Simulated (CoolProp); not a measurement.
A Linde-Hampson liquefier for carbon monoxide: isothermal reversible compression at 300 K from 1 atm to 5 MPa, throttling to 1 atm, return gas leaving the recuperator 2 K below the feed. Each further row changes one setting.

Model: reference Helmholtz-energy equation of state, Lemmon 2006, in CoolProp. It is a short technical equation, of lower accuracy than the large ones.

```tsv
case	liquid yield per pass	compression work (kJ/kg of gas)
as stated	0.023	346
high pressure 10 MPa	0.046	407
warm-end temperature 330 K	0.016	382
warm-end gap 7 K	0.011	346
```
